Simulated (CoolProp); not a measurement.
Model: reference Helmholtz-energy equation of state, Akasaka 2019, in CoolProp.

For R1234ze(Z), give the phase and the cp (kJ/(kg K)), cv (kJ/(kg K)), speed of sound (m/s), Joule-Thomson coefficient (K/MPa) at 152.35 °C and 0.729 bar; 152.35 °C and 8.02 bar; 152.35 °C and 54.6 bar.


- 152.35 °C and 0.729 bar: gas; cp 1.05, cv 0.974, speed of sound 181, Joule-Thomson coefficient 11.2
- 152.35 °C and 8.02 bar: gas; cp 1.11, cv 0.997, speed of sound 169, Joule-Thomson coefficient 12.0
- 152.35 °C and 54.6 bar: supercritical; cp 2.03, cv 1.10, speed of sound 208, Joule-Thomson coefficient 1.97
